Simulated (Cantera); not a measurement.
**Moist CO burnout**

An isothermal, constant-pressure homogeneous reactor starts with 0.151 % CO, 5.20 % O2, 0.0369 % H2O, 94.6 % N2, equivalence ratio 0.015, at 1423 K and 135 Torr.

Cantera simulation using GRI-Mech 3.0 (53 species, 325 reactions); the numbers are that mechanism's predictions, not measurements.

| t (s) | x CO | x O2 | x H2O | x N2O | x H2O2 |
|---|---|---|---|---|---|
| 2.00e-5 | 0.00151 | 0.0520 | 0.000369 | <1e-12 | <1e-12 |
| 9.35e-5 | 0.00151 | 0.0520 | 0.000369 | <1e-12 | <1e-12 |
| 0.000437 | 0.00151 | 0.0520 | 0.000369 | <1e-12 | <1e-12 |
| 0.00205 | 0.00151 | 0.0520 | 0.000369 | 1.92e-12 | <1e-12 |
| 0.00956 | 0.00151 | 0.0520 | 0.000369 | 3.46e-11 | <1e-12 |
| 0.0447 | 0.00128 | 0.0518 | 0.000349 | 4.59e-8 | 7.20e-10 |
| 0.209 | 1.93e-5 | 0.0512 | 0.000348 | 4.22e-7 | 8.07e-10 |
| 0.978 | 4.97e-7 | 0.0513 | 0.000365 | 2.18e-7 | 5.50e-11 |
| 4.57 | 4.48e-8 | 0.0513 | 0.000368 | 2.45e-8 | 7.71e-12 |
| 21.4 | 2.30e-8 | 0.0513 | 0.000368 | 1.31e-8 | 4.60e-12 |
| 100 | 2.30e-8 | 0.0513 | 0.000368 | 1.30e-8 | 4.59e-12 |
x: mole fraction; the columns are a selection and need not sum to one.

Equilibrium at this temperature and pressure: CO 2.30e-8, O2 0.0511, H2O 0.000368, N2O 1.31e-8, H2O2 4.59e-12 (gas phase only).
